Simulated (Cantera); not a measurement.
# Catalytic stagnation flow on Pt

A jet of CH4 : O2 : N2 = 0.01 : 0.12 : 0.79 (molar parts), equivalence ratio 0.17 at 300 K and 36.0 Torr hits a platinum plate 2.3 cm away at a mass flux of 0.026 kg/m²/s; the plate temperature is set and raised in steps from an oxygen-covered start.

Model: Deutschmann's 1995 Pt surface mechanism with GRI-Mech 3.0 gas chemistry, integrated in Cantera. Catalytic surfaces can have several steady states; this one follows from the mechanism file's or the stated starting coverage.

```
plate T (K)  wall x CH4  wall x O2  wall x H2O  wall x OH  wall x CO  wall x CO2  θ free Pt   θ O*
-----------  ----------  ---------  ----------  ---------  ---------  ----------  ---------  -----
950             0.00674      0.122     0.00770    6.40e-8    3.76e-6     0.00500      0.293  0.706
1000            0.00551      0.119     0.00996    1.80e-7    4.16e-6     0.00648      0.364  0.636
1050            0.00451      0.117      0.0118    4.46e-7    4.54e-6     0.00768      0.434  0.566
1100            0.00374      0.115      0.0132    9.90e-7    4.97e-6     0.00861      0.501  0.498
1150            0.00315      0.114      0.0142    2.02e-6    5.51e-6     0.00929      0.566  0.434
1200            0.00272      0.113      0.0150    3.81e-6    6.21e-6     0.00979      0.626  0.374
```
x: mole fraction at the wall; θ: surface coverage.
